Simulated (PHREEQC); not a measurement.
A solution holds 26 mmol/kgw NH4HF2, 0.44 mmol/kgw H2SiF6, 6.4 mmol/kgw HBF4 and 1 mmol/kgw HCl, at 20 °C. It is in equilibrium with CO2 at log p = -3.4 (atm). Otherwise closed; pH follows from the charge balance.

All values are PHREEQC results (ion-association model, wateq4f.dat), not measurements.

```
Quantity                   Value
----------------  --------------
pH                          2.88
ionic strength    0.0279 mol/kgw
total alkalinity    -55.2 meq/kg
```

```csv
species,molality,activity,log γ
HF,0.0267,0.0268,0.003
NH4+,0.0260,0.0222,-0.068
F-,0.0175,0.0149,-0.071
BF4-,0.00632,0.00532,-0.074
H2F2,0.00223,0.00225,0.003
HF2-,0.00173,0.00147,-0.071
H+,0.00150,0.00132,-0.057
Cl-,0.00100,0.000850,-0.071
SiF6-2,0.000440,0.000239,-0.265
BF3OH-,7.86e-5,6.62e-5,-0.074
CO2,1.55e-5,1.56e-5,0.003
BF2(OH)2-,3.33e-6,2.81e-6,-0.074
H3BO3,2.35e-7,2.37e-7,0.003
NH3,6.71e-9,6.71e-9,0.000
HCO3-,5.70e-9,4.91e-9,-0.065
```

This is a speciation only: nothing precipitates in the calculation. wateq4f.dat counts part of the HF as a dimer, H2F2, which phreeqc.dat doesn't know; its constant is uncertain. SiF6-2 is the database's only silicon fluoride. Real BF4- forms and hydrolyses slowly; the run takes it at equilibrium.
